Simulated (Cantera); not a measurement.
Charge: 1 mol Cu₂O, 0.33 mol C, 2.2 mol N₂, held at 1375 °C and 1.00 bar.

Method: chemical equilibrium by Gibbs-energy minimisation in Cantera with the NASA 1993 tables (ideal gas, pure condensed phases). Candidate condensed phases: C, Cu, CuO, Cu₂O; 27 gas species. Each liquid is taken as pure. Mutual solubility and eutectic melting of coexisting phases are not modelled. Rates play no part.

Base state: N₂ 0.869, CO₂ 0.130, O₂ 0.000670, CO 0.000185, NO 0.000140, Cu 7.92e-5 (mole fractions); condensed: Cu(l) + Cu₂O(l).

Question: What changes in the equilibrium state with this change: pressure from 1.00 bar to 5.80 mbar?

Answer: 
```
species         before    after
------------  --------  -------
N₂               0.869    0.803
CO₂              0.130    0.120
O₂            0.000670   0.0615
Cu             7.92e-5   0.0136
Cu₂            7.36e-8  1.27e-5
CuO            3.30e-7  4.15e-5
Cu(l), mol        1.33     1.96
Cu₂O(l), mol     0.337        0
```
